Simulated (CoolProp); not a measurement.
Nitrous oxide along the isotherm 332.7 K: fugacity coefficient from the reference equation and from simpler models built on Tc = 309.5 K, pc = 7245 kPa, ω = 0.161; each cubic takes its own stable root.

Computed with CoolProp (reference Helmholtz-energy equation of state, Lemmon 2006). It is a short technical equation, of lower accuracy than the large ones.

```tsv
p (kPa)	phase	reference
34.4	gas	0.9987
53.5	gas	0.9980
83.3	gas	0.9968
130	gas	0.9951
202	gas	0.9924
315	gas	0.9881
490	gas	0.9815
763	gas	0.9713
1190	gas	0.9554
1850	gas	0.9310
2880	gas	0.8935
4480	gas	0.8362
6980	gas	0.7484
10900	supercritical	0.6113
```

How far does each simpler model (van der Waals, Peng-Robinson) lie from the reference over these 14 states: mean and median of the absolute difference, and the worst?


- van der Waals: mean 0.5 %, median 0.2 %, worst +1.8 % at 332.7 K and 6980 kPa
- Peng-Robinson: mean 0.7 %, median 0.3 %, worst -2.7 % at 332.7 K and 10900 kPa
